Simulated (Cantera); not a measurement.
Input (Python, Cantera) and output of one run.

```python
import numpy as np
import cantera as ct

gas_names = """
    Fe FeO Fe(OH)2 H HO2 H2 H2O H2O2 H2S H2SO4 O OH O2 O3 S SH SO SO2 SO3 S2 S2O S8
""".split()
cond_names = """
    Fe(a) Fe(c) Fe(d) Fe(L) FeO(s) FeO(L) Fe(OH)2(s) Fe(OH)3(s) FeS(a) FeS(b) FeS(c) FeS(L) FeSO4(s)
    FeS2(s) Fe2O3(s) Fe2S3O12(s) Fe3O4(s) H2O(s) H2O(L) H2SO4(L) S(cr1) S(cr2) S(L)
""".split()


# ... load() reads the species with a 1 bar reference pressure and builds the phases ...
atoms = {
    'Fe2O3': {'Fe': 2, 'O': 3},
    'H2': {'H': 2},
    'H2S': {'H': 2, 'S': 1},
}
top_T = {'FeSO4(s)': 950, 'FeS2(s)': 1010, 'Fe2O3(s)': 1830, 'Fe2S3O12(s)': 1100, 'Fe3O4(s)': 1870}  # K; cautious upper limits of use, not melting points


# ... equilibrate(T, P, feed) seeds the gas with the atoms and calls Mixture.equilibrate('TP', solver="vcs", rtol=1e-11, max_steps=5000) ...
results = []
feed = {'Fe2O3': 1, 'H2': 0.91, 'H2S': 0.032}  # mol
P = 101325  # Pa
for T in [973, 998, 1023, 1048, 1073, 1098, 1123, 1148, 1173, 1198, 1223, 1248, 1273]:
    mix = equilibrate(T, P, feed)
    results.append((T, P, feed, dict(zip(mix.species_names, mix.species_moles))))
    x = sorted(zip(gas.X, gas.species_names), reverse=True)
    print(f"T = {T:g} K  P = {P:g} Pa  gas = {mix.phase_moles(0):.4g} mol")
    print("   x: " + "  ".join(f"{s} {v:.3e}" for v, s in x if v > 0.001))
    print("   condensed (mol): " + ("  ".join(f"{mix.phase(i).name} {mix.phase_moles(i):.4g}"
          for i in range(1, mix.n_phases) if mix.phase_moles(i) > 1e-12) or "none"))
```

Result:

```
T = 973 K  P = 101325 Pa  gas = 0.942 mol
   x: H2O 9.105e-01  H2 8.466e-02  H2S 4.833e-03
   condensed (mol): FeO(s) 1.463  FeS(c) 0.02745  Fe3O4(s) 0.1698
T = 998 K  P = 101325 Pa  gas = 0.942 mol
   x: H2O 9.183e-01  H2 7.610e-02  H2S 5.596e-03
   condensed (mol): FeO(s) 1.488  FeS(c) 0.02673  Fe3O4(s) 0.1617
T = 1023 K  P = 101325 Pa  gas = 0.942 mol
   x: H2O 9.254e-01  H2 6.813e-02  H2S 6.454e-03
   condensed (mol): FeO(s) 1.512  FeS(c) 0.02592  Fe3O4(s) 0.1542
T = 1048 K  P = 101325 Pa  gas = 0.942 mol
   x: H2O 9.308e-01  H2 6.185e-02  H2S 7.362e-03
   condensed (mol): FeO(s) 1.53  FeS(c) 0.02506  Fe3O4(s) 0.1482
T = 1073 K  P = 101325 Pa  gas = 0.942 mol
   x: H2O 9.352e-01  H2 5.640e-02  H2S 8.342e-03
   condensed (mol): FeO(s) 1.547  FeS(c) 0.02412  Fe3O4(s) 0.1431
T = 1098 K  P = 101325 Pa  gas = 0.9421 mol
   x: H2O 9.389e-01  H2 5.164e-02  H2S 9.395e-03
   condensed (mol): FeO(s) 1.561  FeS(c) 0.02308  Fe3O4(s) 0.1385
T = 1123 K  P = 101325 Pa  gas = 0.9421 mol
   x: H2O 9.419e-01  H2 4.747e-02  H2S 1.052e-02
   condensed (mol): FeO(s) 1.575  FeS(c) 0.02193  Fe3O4(s) 0.1344
T = 1148 K  P = 101325 Pa  gas = 0.9423 mol
   x: H2O 9.442e-01  H2 4.378e-02  H2S 1.172e-02
   condensed (mol): FeO(s) 1.588  FeS(c) 0.02058  Fe3O4(s) 0.1304
T = 1173 K  P = 101325 Pa  gas = 0.9427 mol
   x: H2O 9.457e-01  H2 4.051e-02  H2S 1.299e-02
   condensed (mol): FeO(s) 1.603  FeS(c) 0.0189  Fe3O4(s) 0.1262
T = 1198 K  P = 101325 Pa  gas = 0.9436 mol
   x: H2O 9.464e-01  H2 3.758e-02  H2S 1.433e-02  SO2 1.395e-03
   condensed (mol): FeO(s) 1.62  FeS(c) 0.01661  Fe3O4(s) 0.121
T = 1223 K  P = 101325 Pa  gas = 0.9454 mol
   x: H2O 9.457e-01  H2 3.493e-02  H2S 1.572e-02  SO2 3.031e-03
   condensed (mol): FeO(s) 1.647  FeS(c) 0.01316  Fe3O4(s) 0.1133
T = 1248 K  P = 101325 Pa  gas = 0.9492 mol
   x: H2O 9.428e-01  H2 3.250e-02  H2S 1.714e-02  SO2 6.384e-03  S2 1.108e-03
   condensed (mol): FeO(s) 1.691  FeS(c) 0.007476  Fe3O4(s) 0.1004
T = 1273 K  P = 101325 Pa  gas = 0.9555 mol
   x: H2O 9.382e-01  H2 3.026e-02  H2S 1.739e-02  SO2 1.222e-02  S2 1.852e-03
   condensed (mol): FeO(s) 1.76  Fe3O4(s) 0.08011
```

Equilibrium computed with Cantera from the NASA thermochemical tables; the gas is ideal and each condensed phase is pure. Metal and sulfide melt together well below either melting point, which pure phases cannot show. Mutual solubility and eutectic melting of coexisting phases are not modelled. The tables' stoichiometric FeO is somewhat more stable than real wüstite, so its field is too wide. FeO, FeS: taken at fixed stoichiometry. Gases not in the tables: S3 to S7.
